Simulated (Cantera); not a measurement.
Charge: 1 mol V, 45 mol N2, held at 2400 °C and 88.0 Pa.

These are equilibrium values from Cantera (NASA tables, ideal gas, pure condensed phases), not measurements of a reactor. Candidate condensed phases: V, VN; 4 gas species. The numbers say what is thermodynamically allowed, not how fast it happens.

Base state: N2 0.978, V 0.0217, N 4.36e-5 (mole fractions); condensed: gas only.

**Question.** What changes in the equilibrium state with this change: temperature from 2400 °C to 1400 °C?

**Answer.** 
```json
[
 {"species": "N2", "before": "0.978", "after": "1.000"},
 {"species": "V", "before": "0.0217", "after": "8.91e-7"},
 {"species": "N", "before": "4.36e-5", "after": "<1e-9"},
 {"species": "VN(s), mol", "before": "0", "after": "1.000"}
]
```
VN: taken at fixed stoichiometry. Condensed phases not in the tables: V2N.
